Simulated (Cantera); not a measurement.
**NO annealing gas**

An isothermal, constant-pressure homogeneous reactor starts with 52.9 % NO, 38.6 % N2, 8.47 % H2O, at 1998 K and 42.0 Torr.

Model: GRI-Mech 3.0 (53 species, 325 reactions), integrated in Cantera.

| t (s) | x NO | x N2 | x O2 | x N2O | x NO2 | x O |
|---|---|---|---|---|---|---|
| 0.000300 | 0.529 | 0.386 | 1.84e-8 | 5.23e-6 | 5.89e-7 | 9.95e-7 |
| 0.000866 | 0.529 | 0.386 | 1.57e-7 | 1.43e-5 | 4.66e-6 | 1.62e-6 |
| 0.00250 | 0.529 | 0.386 | 4.32e-6 | 3.54e-5 | 2.81e-5 | 7.44e-6 |
| 0.00721 | 0.528 | 0.386 | 0.000230 | 6.29e-5 | 4.80e-5 | 4.00e-5 |
| 0.0208 | 0.527 | 0.386 | 0.00120 | 4.81e-5 | 2.51e-5 | 7.70e-5 |
| 0.0600 | 0.523 | 0.388 | 0.00321 | 3.35e-5 | 2.52e-5 | 0.000178 |
| 0.173 | 0.511 | 0.394 | 0.00868 | 3.56e-5 | 4.10e-5 | 0.000280 |
| 0.500 | 0.479 | 0.410 | 0.0242 | 3.45e-5 | 6.49e-5 | 0.000454 |
| 1.44 | 0.394 | 0.453 | 0.0663 | 2.50e-5 | 8.92e-5 | 0.000738 |
| 4.16 | 0.214 | 0.543 | 0.156 | 7.67e-6 | 7.50e-5 | 0.00111 |
| 12.0 | 0.0475 | 0.626 | 0.239 | 4.81e-7 | 2.07e-5 | 0.00137 |
| 34.7 | 0.0102 | 0.644 | 0.257 | 1.01e-7 | 4.60e-6 | 0.00142 |
| 100 | 0.00769 | 0.646 | 0.259 | 9.26e-8 | 3.49e-6 | 0.00142 |
x: mole fraction; the columns are a selection and need not sum to one.

Equilibrium at this temperature and pressure: NO 0.00768, N2 0.646, O2 0.259, N2O 9.25e-8, NO2 3.49e-6, O 0.00142 (gas phase only).
